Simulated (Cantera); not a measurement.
Charge: 1 mol Si, 3.3 mol H2, held at 750 °C and 100000 Pa.

Equilibrium computed with Cantera from the NASA thermochemical tables; the gas is ideal and each condensed phase is pure. Candidate condensed phases: Si; 9 gas species. The numbers say what is thermodynamically allowed, not how fast it happens.

Question: What is the equilibrium state?

Answer: 
```
Property       Result
----------  ---------
x(H2)            1.00
n(Si(s))    1.000 mol
gas amount  3.300 mol
```
